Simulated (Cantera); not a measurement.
Charge: 1 mol CCl₄, 0.049 mol F₂, equilibrated at 13000 Pa.

Method: chemical equilibrium by Gibbs-energy minimisation in Cantera with the NASA 1993 tables (ideal gas, pure condensed phases). Candidate condensed phases: C; 39 gas species. Ions and electrons are included (thermal ionisation). Gases not in the tables: C₂F₆ and larger saturated fluorocarbons. Equilibrium is a limit: real reactors are often held back by kinetics, nucleation or transport.

Question: What share of the C ends up in condensed phases as a function of T (°C), at 1727, 2227, 2727, 3227, 3727, 4227, 4727?

Answer: 
```csv
T (°C),C condensed (%),as
1727,97.2,C(graphite)
2227,98.2,C(graphite)
2727,95.4,C(graphite)
3227,0.0,-
3727,0.0,-
4227,0.0,-
4727,0.0,-
```
